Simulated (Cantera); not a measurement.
Cantera run, input and output.

```python
import numpy as np
import cantera as ct

gas = ct.Solution("gri30.yaml")
gas.TPX = 300, 101325, {'CH4': 1, 'C2H6': 0.61, 'O2': 4.26, 'N2': 16, 'CO2': 1.9}
inlet = ct.Reservoir(gas, clone=True)
gas.equilibrate("HP")  # start burning
reactor = ct.IdealGasConstPressureReactor(gas, energy="on", clone=False)
exhaust = ct.Reservoir(gas, clone=True)
tau = [0.1, 0.045, 0.021, 0.0094, 0.0043, 0.002, 0.00089, 0.00041, 0.00018, 8.4e-05, 3.8e-05, 1.7e-05][0]
for a, b in ((inlet, reactor), (reactor, exhaust)):
    ct.MassFlowController(a, b, mdot=lambda t: reactor.mass / tau)
net = ct.ReactorNet([reactor])
show = ['CH4', 'C2H6', 'O2', 'C2H4', 'CH2CO', 'CO', 'HCN']

rows = []
print(f"{'tau/s':>10s}{'T/K':>9s}" + "".join(f"{s:>11s}" for s in show))
for tau in [0.1, 0.045, 0.021, 0.0094, 0.0043, 0.002, 0.00089, 0.00041, 0.00018, 8.4e-05, 3.8e-05, 1.7e-05]:
    net.initial_time = 0.0
    net.advance(30 * tau)
    before = gas.X
    net.advance(40 * tau)
    drift = np.max(np.abs(gas.X - before) / (gas.X + 1e-9))
    rows.append([gas.T, *gas[show].X, drift])
    print(f"{tau:10.3e}{gas.T:9.1f}" + "".join(f"{x:11.3e}" for x in gas[show].X))
```

It prints:

```
     tau/s      T/K        CH4       C2H6         O2       C2H4      CH2CO         CO        HCN
 1.000e-01   2028.6  3.314e-06  2.886e-07  9.716e-03  8.098e-07  2.263e-07  8.817e-03  1.476e-07
 4.500e-02   2005.9  5.653e-06  5.900e-07  1.109e-02  1.539e-06  4.523e-07  1.122e-02  1.752e-07
 2.100e-02   1977.9  9.465e-06  1.138e-06  1.273e-02  2.644e-06  8.373e-07  1.405e-02  2.107e-07
 9.400e-03   1941.9  1.667e-05  2.226e-06  1.478e-02  4.314e-06  1.527e-06  1.751e-02  2.663e-07
 4.300e-03   1900.9  2.987e-05  4.234e-06  1.705e-02  6.465e-06  2.613e-06  2.122e-02  3.466e-07
 2.000e-03   1855.6  5.512e-05  8.005e-06  1.952e-02  9.202e-06  4.272e-06  2.510e-02  4.594e-07
 8.900e-04   1802.4  1.123e-04  1.626e-05  2.254e-02  1.347e-05  7.138e-06  2.950e-02  6.362e-07
 4.100e-04   1745.0  2.462e-04  3.481e-05  2.626e-02  2.153e-05  1.235e-05  3.448e-02  9.201e-07
 1.800e-04   1654.9  8.513e-04  1.137e-04  3.454e-02  6.250e-05  3.236e-05  4.385e-02  1.674e-06
 8.400e-05    300.0  4.207e-02  2.566e-02  1.792e-01 -6.794e-17 -6.009e-18 -1.240e-15 -5.470e-20
 3.800e-05    300.0  4.207e-02  2.566e-02  1.792e-01 -9.266e-22 -8.196e-23 -1.691e-20 -7.460e-25
 1.700e-05    300.0  4.207e-02  2.566e-02  1.792e-01 -5.853e-23 -5.177e-24 -1.068e-21 -4.712e-26
```

Detailed kinetics in Cantera: GRI-Mech 3.0 (53 species, 325 reactions).
